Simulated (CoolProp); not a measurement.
A simple Rankine cycle with n-perfluorohexane: condensing at 331.15 K, boiler at 0.743 MPa, turbine inlet 420 K, turbine efficiency 0.6, pump efficiency 0.7, no recuperator. Each further row changes one setting.

Model: reference Helmholtz-energy equation of state, Gao 2022, in CoolProp.

```
case                             thermal efficiency (%)  net work (kJ/kg)  heat in (kJ/kg)  turbine exit temperature (K)  volume ratio over the turbine
-------------------------------  ----------------------  ----------------  ---------------  ----------------------------  -----------------------------
as stated                                             …              9.99              159                         401.2                           8.55
turbine inlet 440 K                                 6.0              10.7              180                             …                           8.15
condensing temperature 323.15 K                     6.9                 …                …                             …                           11.3
boiler pressure 0.52 MPa                            5.3              8.59                …                         406.1                           5.49
turbine efficiency 0.5                              5.2                 …              159                             …                           8.59
```

### Question
What belongs in the gaps?

### Answer

- as stated, thermal efficiency (%): 6.3
- turbine inlet 440 K, turbine exit temperature (K): 422.1
- condensing temperature 323.15 K, net work (kJ/kg): 11.5
- condensing temperature 323.15 K, heat in (kJ/kg): 168
- condensing temperature 323.15 K, turbine exit temperature (K): 399.3
- boiler pressure 0.52 MPa, heat in (kJ/kg): 162
- turbine efficiency 0.5, net work (kJ/kg): 8.23
- turbine efficiency 0.5, turbine exit temperature (K): 403.1
